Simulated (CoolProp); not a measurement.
Vapour-liquid equilibrium of diethyl ether (1) + methanol (2) at 132.05 °C; x and y are mole fractions of (1).

Computed with CoolProp (multi-fluid Helmholtz-energy mixture model, Thol 2014 and de Reuck 1993; pair parameters Bell 2016).

| x | bubble pressure (MPa) | y at the bubble point | dew pressure at overall composition x (MPa) | liquid density (mol/L) |
|---|---|---|---|---|
| 0.05 | 0.9700 | 0.114 | 0.9229 | 19.53 |
| 0.2 | 1.153 | 0.332 | 1.038 | 16.04 |
| 0.35 | 1.267 | 0.464 | 1.169 | 13.42 |
| 0.5 | 1.334 | 0.567 | 1.293 | 11.42 |
| 0.65 | 1.367 | 0.668 | 1.364 | 9.874 |
| 0.8 | 1.364 | 0.784 | 1.360 | 8.678 |
| 0.95 | 1.312 | 0.935 | 1.305 | 7.749 |

y crosses x between x = 0.65 and 0.8: the model has an azeotrope there.

The pair parameters rest on a limited set of measurements; away from them the model extrapolates.
